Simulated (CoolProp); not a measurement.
The numbers come from the reference Helmholtz-energy equation of state, Bücker 2006 in CoolProp.

Task: For n-butane, give the phase and the density (kg/m³), viscosity (µPa s) at 372.8 K and 2.42 MPa.

Result: 
- 372.8 K and 2.42 MPa: liquid; density 473, viscosity 80.3

Viscosity comes from a separate model (Vogel 1999).
